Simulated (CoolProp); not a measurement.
The fluid at 848.06 K and 0.878 MPa is compressed adiabatically to 6.84 MPa with isentropic efficiency 0.75. The same conditions are run with several fluids, on thermodynamics alone (safety and materials aside).

Model: reference Helmholtz-energy equation of state of each fluid (carbon dioxide: Span 1996; nitrogen: Span 2000; dry air: Lemmon 2000; oxygen: Schmidt 1985), in CoolProp. Blends and air are pseudo-pure fits.

Problem. Rank carbon dioxide, nitrogen, dry air, oxygen by work (kJ/kg), highest first.

Solution. nitrogen (913), dry air (879), oxygen (784), carbon dioxide (520)

| fluid | final temperature (K) | final phase | final density (kg/m³) |
|---|---|---|---|
| carbon dioxide | 1265.5 | gas | 28.2 |
| nitrogen | 1601.2 | supercritical | 14.2 |
| dry air | 1592.8 | supercritical | 14.7 |
| oxygen | 1549.7 | supercritical | 16.8 |

Above 300 K oxygen's equation is extrapolated.
